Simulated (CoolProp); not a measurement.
The numbers come from the reference Helmholtz-energy equation of state, Lemmon 2006 in CoolProp. It is a short technical equation, of lower accuracy than the large ones.

For hydrogen sulfide, give the phase and the density (kg/m³), cv (kJ/(kg K)), isothermal compressibility (1/MPa) at 150.05 °C and 28.1 bar; 150.05 °C and 169 bar.


- 150.05 °C and 28.1 bar: gas; density 29.3, cv 0.843, isothermal compressibility 0.385
- 150.05 °C and 169 bar: supercritical; density 347, cv 1.05, isothermal compressibility 0.0950
